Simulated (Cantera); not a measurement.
A freely propagating, adiabatic, planar premixed flame of CH4 : C2H6 : O2 : N2 = 1 : 0.65 : 2.85 : 10.7 (molar parts), unburnt at 350 K and 13000 Pa; mixture-averaged transport, grid criteria slope 0.08 and curve 0.16, no radiation.

Model: GRI-Mech 3.0 (53 species, 325 reactions), integrated in Cantera. Burning velocities carry a grid error of a few per cent, more on coarse grids.

How do the results move with these cheaper or finer settings: unity-Lewis-number transport; multicomponent transport; multicomponent+Soret transport; grid criteria slope 0.5, curve 1; grid criteria slope 0.25, curve 0.5; grid criteria slope 0.03, curve 0.06?


```csv
setting,laminar burning velocity,thermal thickness,peak x(C2H4),peak x(OH),grid points
as above,35.7 cm/s,3.89 mm,0.00593,0.00120,145
unity-Lewis-number transport,24.9 cm/s,4.90 mm,0.00443,0.00173,135
multicomponent transport,35.5 cm/s,3.95 mm,0.00599,0.00119,145
multicomponent+Soret transport,35.9 cm/s,3.84 mm,0.00600,0.00128,147
"grid criteria slope 0.5, curve 1",37.9 cm/s,4.31 mm,0.00600,0.00118,32
"grid criteria slope 0.25, curve 0.5",36.9 cm/s,3.99 mm,0.00587,0.00124,56
"grid criteria slope 0.03, curve 0.06",35.5 cm/s,3.83 mm,0.00593,0.00123,358
```
The base run took around 5 core-seconds (rough).
Unity Lewis numbers drop preferential diffusion, which matters most where H2 and H carry the flame; Soret adds thermal diffusion.
